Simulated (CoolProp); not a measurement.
Properties of carbon dioxide at several states (Tc = 304.1 K, pc = 7377 kPa, ω = 0.224).

Computed with CoolProp (reference Helmholtz-energy equation of state, Span 1996).

```
T (K)  p (kPa)          phase           Z  speed of sound (m/s)  fugacity coefficient
-----  -------  -------------  ----------  --------------------  --------------------
342.7     1310            gas      0.9583                 280.2                0.9596
432        345            gas      0.9953                 317.8                0.9953
450.1    42000  supercritical  (withheld)            (withheld)                0.7149
429.8     1670            gas      0.9770                 314.4                0.9772
765.3    28500  supercritical       1.046                 456.1            (withheld)
516.6      348            gas      0.9978                 345.6                0.9978
```

What belongs in the gaps?


- 450.1, Z: 0.8797
- 450.1, speed of sound (m/s): 447.8
- 765.3, fugacity coefficient: 1.032
